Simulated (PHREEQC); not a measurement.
## Copper plating or etch bath: speciation

Solution (25 °C): 47 mmol/kgw CuCl2 and 3 mmol/kgw H3BO3. Closed to the air; pH follows from the charge balance.

The numbers come from PHREEQC with the ion-association model, phreeqc.dat.

No solid was allowed to form.

### Question
What pH does the model give?

### Answer
pH 4.41.

### Question
In which forms is Cl present?

### Answer
Cl- 96 %, CuCl+ 4.1 % of the Cl.
